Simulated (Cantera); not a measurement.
Cantera run:

```python
import numpy as np
import cantera as ct

gas_names = """
    CL CLO CL2 O O2 O3 Si SiCL SiCL2 SiCL3 SiCL4 SiO SiO2 Si2 Si3
""".split()
cond_names = """
    Si(cr) Si(L) SiO2(Lqz) SiO2(hqz) SiO2(L)
""".split()


# ... load() reads the species with a 1 bar reference pressure and builds the phases ...
atoms = {
    'SiCl4': {'Si': 1, 'CL': 4},
    'O3': {'O': 3},
}
top_T = {}  # K; cautious upper limits of use, not melting points


# ... equilibrate(T, P, feed) seeds the gas with the atoms and calls Mixture.equilibrate('TP', solver="vcs", rtol=1e-11, max_steps=5000) ...
results = []
feed = {'SiCl4': 1, 'O3': 1.2}  # mol
P = 9.8  # Pa
for T in [548, 648, 748, 848, 948, 1048, 1148]:
    mix = equilibrate(T, P, feed)
    results.append((T, P, feed, dict(zip(mix.species_names, mix.species_moles))))

top = {s: max(r[3][s] / sum(r[3][g] for g in gas_names) for r in results) for s in gas_names}
cols = sorted((s for s in top if top[s] > 0.001), key=lambda s: -top[s])[:8]
seen = [c for c in cond_names if any(r[3].get(c, 0) > 1e-12 for r in results)]
print("log10 of partial pressures in bar; condensed amounts in mol")
print(f"{'T/K':>10s}" + "".join(f"{s[:9]:>10s}" for s in cols + seen))
for T, P, feed, n in results:
    ng = sum(n[g] for g in gas_names)
    print(f"{T:10.4g}" + "".join(f"{np.log10(max(n[s] / ng * P / 1e5, 1e-99)):10.3f}" for s in cols)
          + "".join(f"{n.get(c, 0):10.4g}" for c in seen))
```

Result:

```
log10 of partial pressures in bar; condensed amounts in mol
       T/K       CL2        O2        CL SiO2(Lqz) SiO2(hqz)
       548    -4.155    -4.553   -10.799         1         0
       648    -4.155    -4.553    -8.994         1         0
       748    -4.155    -4.553    -7.667         1         0
       848    -4.156    -4.553    -6.650         0         1
       948    -4.163    -4.556    -5.848         0         1
      1048    -4.189    -4.567    -5.208         0         1
      1148    -4.274    -4.599    -4.709         0         1
```

Equilibrium computed with Cantera from the NASA thermochemical tables; the gas is ideal and each condensed phase is pure. The tables hold silica as quartz up to 1696 K and as liquid above; real silica turns to tridymite and cristobalite and melts near 1996 K.
